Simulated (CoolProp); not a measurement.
n-heptane along the isobar 1.05 MPa: Z from the reference equation and from simpler models built on Tc = 541.2 K, pc = 2.774 MPa, ω = 0.349; each cubic takes its own stable root.

Model: reference Helmholtz-energy equation of state, Span 2003, in CoolProp. It is a short technical equation, of lower accuracy than the large ones.

```json
[
 {"T (K)": "409.9", "phase": "liquid", "reference": "0.05344", "van der Waals": "0.09195", "Redlich-Kwong": "0.06410"},
 {"T (K)": "417.2", "phase": "liquid", "reference": "0.05323", "van der Waals": "0.09176", "Redlich-Kwong": "0.06412"},
 {"T (K)": "424.6", "phase": "liquid", "reference": "0.05307", "van der Waals": "0.09171", "Redlich-Kwong": "0.06424"},
 {"T (K)": "431.9", "phase": "liquid", "reference": "0.05297", "van der Waals": "0.7522", "Redlich-Kwong": "0.06446"},
 {"T (K)": "439.2", "phase": "liquid", "reference": "0.05293", "van der Waals": "0.7657", "Redlich-Kwong": "0.06480"},
 {"T (K)": "446.5", "phase": "liquid", "reference": "0.05296", "van der Waals": "0.7780", "Redlich-Kwong": "0.06528"},
 {"T (K)": "453.9", "phase": "liquid", "reference": "0.05307", "van der Waals": "0.7893", "Redlich-Kwong": "0.06593"},
 {"T (K)": "461.2", "phase": "liquid", "reference": "0.05327", "van der Waals": "0.7996", "Redlich-Kwong": "0.7470"},
 {"T (K)": "468.5", "phase": "liquid", "reference": "0.05358", "van der Waals": "0.8090", "Redlich-Kwong": "0.7622"},
 {"T (K)": "475.9", "phase": "liquid", "reference": "0.05404", "van der Waals": "0.8179", "Redlich-Kwong": "0.7761"},
 {"T (K)": "483.2", "phase": "gas", "reference": "0.7443", "van der Waals": "0.8260", "Redlich-Kwong": "0.7885"},
 {"T (K)": "490.5", "phase": "gas", "reference": "0.7635", "van der Waals": "0.8336", "Redlich-Kwong": "0.7998"}
]
```

At some of these states van der Waals, Redlich-Kwong gives the other phase, because its saturation line lies elsewhere.
